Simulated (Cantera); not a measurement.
Cantera run:

```python
import numpy as np
import cantera as ct

gas_names = """
    CL CL2 H HCL H2 N NH NH2 NH3 N2 N2H2 N2H4 Si SiCL SiCL2 SiCL3 SiCL4 SiH SiHCL3 SiH2 SiH2CL2 SiH3
    SiH3CL SiH4 SiN Si2 Si2N Si3
""".split()
cond_names = """
    NH4CL(a) NH4CL(b) Si(cr) Si(L) Si3N4(a)
""".split()


# ... load() reads the species with a 1 bar reference pressure and builds the phases ...
atoms = {
    'SiHCl3': {'Si': 1, 'H': 1, 'CL': 3},
    'N2': {'N': 2},
}
top_T = {'Si3N4(a)': 2400}  # K; cautious upper limits of use, not melting points


# ... equilibrate(T, P, feed) seeds the gas with the atoms and calls Mixture.equilibrate('TP', solver="vcs", rtol=1e-11, max_steps=5000) ...
results = []
feed = {'SiHCl3': 1, 'N2': 0.22}  # mol
for P in [5, 13, 36, 98, 260, 710, 1900, 5100, 14000, 37000, 100000]:
    for T in [775, 850, 925, 1000, 1075, 1150, 1225, 1300, 1375, 1450, 1525, 1600, 1675]:
        mix = equilibrate(T, P, feed)
        results.append((T, P, feed, dict(zip(mix.species_names, mix.species_moles))))

for T, P, feed, n in results:
    print(f"{T:7g} {P:10.4g}  " + (" + ".join(c for c in cond_names if n.get(c, 0) > 1e-12) or "gas only"))
```

It prints:

```
    775          5  Si3N4(a)
    850          5  Si3N4(a)
    925          5  Si3N4(a)
   1000          5  Si3N4(a)
   1075          5  Si3N4(a)
   1150          5  Si3N4(a)
   1225          5  Si3N4(a)
   1300          5  gas only
   1375          5  gas only
   1450          5  gas only
   1525          5  gas only
   1600          5  gas only
   1675          5  gas only
    775         13  Si3N4(a)
    850         13  Si3N4(a)
    925         13  Si3N4(a)
   1000         13  Si3N4(a)
   1075         13  Si3N4(a)
   1150         13  Si3N4(a)
   1225         13  Si3N4(a)
   1300         13  gas only
   1375         13  gas only
   1450         13  gas only
   1525         13  gas only
   1600         13  gas only
   1675         13  gas only
    775         36  Si3N4(a)
    850         36  Si3N4(a)
    925         36  Si3N4(a)
   1000         36  Si3N4(a)
   1075         36  Si3N4(a)
   1150         36  Si3N4(a)
   1225         36  Si3N4(a)
   1300         36  Si3N4(a)
   1375         36  gas only
   1450         36  gas only
   1525         36  gas only
   1600         36  gas only
   1675         36  gas only
    775         98  Si3N4(a)
    850         98  Si3N4(a)
    925         98  Si3N4(a)
   1000         98  Si3N4(a)
   1075         98  Si3N4(a)
   1150         98  Si3N4(a)
   1225         98  Si3N4(a)
   1300         98  Si3N4(a)
   1375         98  Si3N4(a)
   1450         98  gas only
   1525         98  gas only
   1600         98  gas only
   1675         98  gas only
    775        260  Si3N4(a)
    850        260  Si3N4(a)
    925        260  Si3N4(a)
   1000        260  Si3N4(a)
   1075        260  Si3N4(a)
   1150        260  Si3N4(a)
   1225        260  Si3N4(a)
   1300        260  Si3N4(a)
   1375        260  Si3N4(a)
   1450        260  gas only
   1525        260  gas only
   1600        260  gas only
   1675        260  gas only
    775        710  Si3N4(a)
    850        710  Si3N4(a)
    925        710  Si3N4(a)
   1000        710  Si3N4(a)
   1075        710  Si3N4(a)
   1150        710  Si3N4(a)
   1225        710  Si3N4(a)
   1300        710  Si3N4(a)
   1375        710  Si3N4(a)
   1450        710  Si3N4(a)
   1525        710  gas only
   1600        710  gas only
   1675        710  gas only
    775       1900  Si3N4(a)
    850       1900  Si3N4(a)
    925       1900  Si3N4(a)
   1000       1900  Si3N4(a)
   1075       1900  Si3N4(a)
   1150       1900  Si3N4(a)
   1225       1900  Si3N4(a)
   1300       1900  Si3N4(a)
   1375       1900  Si3N4(a)
   1450       1900  Si3N4(a)
   1525       1900  Si3N4(a)
   1600       1900  gas only
   1675       1900  gas only
    775       5100  Si3N4(a)
    850       5100  Si3N4(a)
    925       5100  Si3N4(a)
   1000       5100  Si3N4(a)
   1075       5100  Si3N4(a)
   1150       5100  Si3N4(a)
   1225       5100  Si3N4(a)
   1300       5100  Si3N4(a)
   1375       5100  Si3N4(a)
   1450       5100  Si3N4(a)
   1525       5100  Si3N4(a)
   1600       5100  gas only
   1675       5100  gas only
    775    1.4e+04  Si3N4(a)
    850    1.4e+04  Si3N4(a)
    925    1.4e+04  Si3N4(a)
   1000    1.4e+04  Si3N4(a)
   1075    1.4e+04  Si3N4(a)
   1150    1.4e+04  Si3N4(a)
   1225    1.4e+04  Si3N4(a)
   1300    1.4e+04  Si3N4(a)
   1375    1.4e+04  Si3N4(a)
   1450    1.4e+04  Si3N4(a)
   1525    1.4e+04  Si3N4(a)
   1600    1.4e+04  Si3N4(a)
   1675    1.4e+04  gas only
    775    3.7e+04  Si3N4(a)
    850    3.7e+04  Si3N4(a)
    925    3.7e+04  Si3N4(a)
   1000    3.7e+04  Si3N4(a)
   1075    3.7e+04  Si3N4(a)
   1150    3.7e+04  Si3N4(a)
   1225    3.7e+04  Si3N4(a)
   1300    3.7e+04  Si3N4(a)
   1375    3.7e+04  Si3N4(a)
   1450    3.7e+04  Si3N4(a)
   1525    3.7e+04  Si3N4(a)
   1600    3.7e+04  Si3N4(a)
   1675    3.7e+04  Si3N4(a)
    775      1e+05  Si3N4(a)
    850      1e+05  Si3N4(a)
    925      1e+05  Si3N4(a)
   1000      1e+05  Si3N4(a)
   1075      1e+05  Si3N4(a)
   1150      1e+05  Si3N4(a)
   1225      1e+05  Si3N4(a)
   1300      1e+05  Si3N4(a)
   1375      1e+05  Si3N4(a)
   1450      1e+05  Si3N4(a)
   1525      1e+05  Si3N4(a)
   1600      1e+05  Si3N4(a)
   1675      1e+05  Si3N4(a)
```

Method: chemical equilibrium by Gibbs-energy minimisation in Cantera with the NASA 1993 tables (ideal gas, pure condensed phases). N2 is the only nitrogen source here; it is nearly inert below about 1500 K, so the nitride shown seldom forms there in practice. The tables' values for SiCl3 are old estimates.
